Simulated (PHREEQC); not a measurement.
A column of 1 m (30 cells, dispersivity 0.035 m, 3600 s a shift, diffusion coefficient 3e-10 m²/s) holds 0.0061 eq of the database's cation exchanger X per kg of pore water, first in equilibrium with 0.001 mol/kgw Na2SO4, 0.0055 mol/kgw KBr, 0.00032 mol/kgw MnCl2 and 1e-05 mol/kgw HCl. It is flushed with 0.001 mol ZnSO4, 0.0012 mol MgCl2 and 1e-05 mol HCl per kg of water, at 25 °C. Values are for the last cell. No CO2 enters from the air. No solid was allowed to form.

All values are PHREEQC results (ion-association model, phreeqc.dat), not measurements.

```tsv
pore volumes	Br in solution (mol/kgw)	Na in solution (mol/kgw)	Mg in solution (mol/kgw)	Zn in solution (mol/kgw)	K in solution (mol/kgw)	KX on the exchanger (mol/kgw)	MgX2 on the exchanger (mol/kgw)
0	0.00550	0.00200	0	0	0.00550	0.00339	0
0.1833	0.00550	0.00200	0	0	0.00550	0.00339	0
0.5167	0.00546	0.00199	0	0	0.00548	0.00339	0
0.6833	0.00499	0.00189	0	0	0.00531	0.00340	0
0.85	0.00377	0.00159	1.83e-14	0	…	0.00341	1.06e-13
1.183	0.00121	0.000764	1.42e-11	0	0.00412	0.00349	1.19e-10
1.35	0.000561	0.000453	1.39e-9	2.23e-12	0.00400	0.00350	1.25e-8
1.683	9.37e-5	0.000113	1.58e-5	3.54e-7	0.00314	0.00185	6.48e-5
1.85	3.52e-5	4.65e-5	0.000142	8.92e-6	0.00188	0.000852	0.000344
2.017	1.28e-5	1.82e-5	0.000400	5.00e-5	0.000997	0.000395	0.000743
2.35	1.54e-6	2.58e-6	0.000926	0.000265	0.000243	…	0.00133
2.517	5.21e-7	9.43e-7	0.00109	0.000406	0.000115	3.85e-5	0.00145
2.683	1.73e-7	3.41e-7	0.00119	0.000540	5.38e-5	1.75e-5	0.00150
3.017	1.85e-8	4.33e-8	0.00125	0.000748	1.14e-5	3.58e-6	0.00147
3.183	5.99e-9	1.53e-8	0.00126	0.000819	5.20e-6	1.61e-6	0.00144
3.35	1.92e-9	5.37e-9	0.00125	0.000871	2.36e-6	7.28e-7	0.00142
3.683	1.95e-10	6.54e-10	0.00123	0.000936	…	1.47e-7	0.00137
3.85	6.18e-11	2.27e-10	0.00123	0.000956	2.17e-7	6.63e-8	0.00136
4.183	6.14e-12	2.72e-11	0.00121	0.000979	4.39e-8	1.33e-8	0.00134
4.35	1.93e-12	9.41e-12	0.00121	0.000985	1.97e-8	5.98e-9	0.00133
4.517	6.04e-13	3.24e-12	0.00121	0.000990	8.82e-9	2.68e-9	0.00133
4.85	…	3.84e-13	0.00120	0.000995	1.76e-9	5.35e-10	0.00132
5.017	1.84e-14	1.32e-13	0.00120	0.000997	7.88e-10	2.39e-10	0.00132
```

**Question.** Fill in the missing entries.

**Answer.** 
- 0.85, K in solution (mol/kgw): 0.00488
- 2.35, KX on the exchanger (mol/kgw): 8.42e-5
- 3.683, K in solution (mol/kgw): 4.83e-7
- 4.85, Br in solution (mol/kgw): 5.90e-14
